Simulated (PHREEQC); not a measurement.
Consider water at 20 °C with 0.27 mol/kgw CdSO4, 0.046 mol/kgw KCl and 0.0015 mol/kgw MnSO4. Closed to the air; pH follows from the charge balance.

The numbers come from PHREEQC with the ion-association model, phreeqc.dat.

Each row changes one thing in this solution. This is a speciation only: nothing precipitates in the calculation.

```tsv
case	pH	ionic strength (mol/kgw)	Mn+2 (mol/kgw)	MnSO4 (mol/kgw)	MnCl+ (mol/kgw)	CdCl3- (mol/kgw)	SI of Cd(OH)2 (Cd(OH)2)	SI of Pyrochroite (Mn(OH)2)
as made	5.68	0.470	0.000982	0.000504	1.35e-5	6.01e-6	-3.87	-7.44
MnSO4 from 0.0015 to 0.003 mol/kgw	5.68	0.473	0.00196	0.00101	2.70e-5	6.02e-6	-3.87	?
CdSO4 from 0.27 to 0.297 mol/kgw	5.67	0.508	0.000989	0.000499	1.25e-5	5.37e-6	-3.86	?
MnSO4 from 0.0015 to 0.00015 mol/kgw	5.68	0.468	9.82e-5	5.04e-5	1.35e-6	6.00e-6	-3.87	?
KCl replaced by (CH3)4NCl at the same molality	5.68	0.472	0.000977	0.000509	1.36e-5	6.08e-6	-3.87	-7.44
temperature from 20 to 25 °C	5.65	0.469	0.000954	0.000533	1.30e-5	6.54e-6	-3.94	?
```

**Question.** Complete the blanks.

**Answer.** 
- MnSO4 from 0.0015 to 0.003 mol/kgw, SI of Pyrochroite (Mn(OH)2): -7.14
- CdSO4 from 0.27 to 0.297 mol/kgw, SI of Pyrochroite (Mn(OH)2): -7.48
- MnSO4 from 0.0015 to 0.00015 mol/kgw, SI of Pyrochroite (Mn(OH)2): -8.45
- temperature from 20 to 25 °C, SI of Pyrochroite (Mn(OH)2): -7.52

Species that the database lacks are ignored.
